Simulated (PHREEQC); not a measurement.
A made-up water analysis in mg/L, 25 °C, pH 5.97, pe 2: Na 0.00626; K 0.000734; Ca 0.0173; Mg 0.00588; Cl 0.00231; S(6) as SO4 0.0262; Alkalinity as HCO3 0.0571; F 5.29e-06; Br 0.000125; Li 0.000101; N(-3) as NH4 0.000307; B 1.86e-05; Si as SiO2 0.000935.

Valence states are taken as typed.

All values are PHREEQC results (ion-association model, phreeqc.dat), not measurements.

```tsv
quantity	before	after
ionic strength (mol/kgw)	3.63e-6	3.39e-6
CO2 (mol/kgw)	4.81e-6	3.68e-6
HCO3- (mol/kgw)	2.00e-6	1.53e-6
CO3-2 (mol/kgw)	8.81e-11	6.75e-11
SI of Quartz (SiO2)	-3.83	-3.83
```

What was changed between the two runs?
(A) N(-3) from 0.000307 to 0.000614 mg/L
(B) pH from 5.97 to 6.97 at the same alkalinity
(C) Alkalinity from 0.0571 to 0.0285 mg/L

C, Alkalinity from 0.0571 to 0.0285 mg/L

This is a speciation only: nothing precipitates in the calculation. SiF6-2 is the database's only silicon fluoride. Real BF4- forms and hydrolyses slowly; the run takes it at equilibrium.
